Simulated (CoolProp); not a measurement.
R507A at 462.24 K and 0.446 MPa is throttled through a valve to 0.2 MPa with no heat exchange. Each further row changes one setting.

Computed with CoolProp (reference Helmholtz-energy equation of state, Lemmon 2003). It is a pseudo-pure fit of the blend.

```csv
case,temperature change (K),final density (kg/m³)
as stated,[?],[?]
outlet pressure 0.06 MPa,[?],[?]
outlet pressure 0.26 MPa,[?],[?]
```

Problem. What belongs in the gaps?

Solution. 
- as stated, temperature change (K): -1.1
- as stated, final density (kg/m³): 5.19
- outlet pressure 0.06 MPa, temperature change (K): -1.8
- outlet pressure 0.06 MPa, final density (kg/m³): 1.55
- outlet pressure 0.26 MPa, temperature change (K): -0.9
- outlet pressure 0.26 MPa, final density (kg/m³): 6.76
